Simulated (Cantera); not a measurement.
Feed: 1 mol SiCl4, 1.3 mol H2, equilibrated at 700 K and 2.10 bar.

These are equilibrium values from Cantera (NASA tables, ideal gas, pure condensed phases), not measurements of a reactor. Candidate condensed phases: Si; 19 gas species. Kinetics and transport are ignored.

Base state: H2 0.558, SiCl4 0.428, HCl 0.00699, SiHCl3 0.00698 (mole fractions); condensed: gas only.

Problem. What changes in the equilibrium state with this change: temperature from 700 K to 1048.15 K?

Solution. 
```
species   before     after
-------  -------  --------
H2         0.558     0.519
SiCl4      0.428     0.388
HCl      0.00699    0.0468
SiHCl3   0.00698    0.0441
SiCl2      <1e-9   8.30e-5
SiCl3    4.44e-7   0.00133
SiH2Cl2  7.49e-6  0.000570
```
The tables' values for SiCl3 are old estimates; treat these amounts as uncertain.
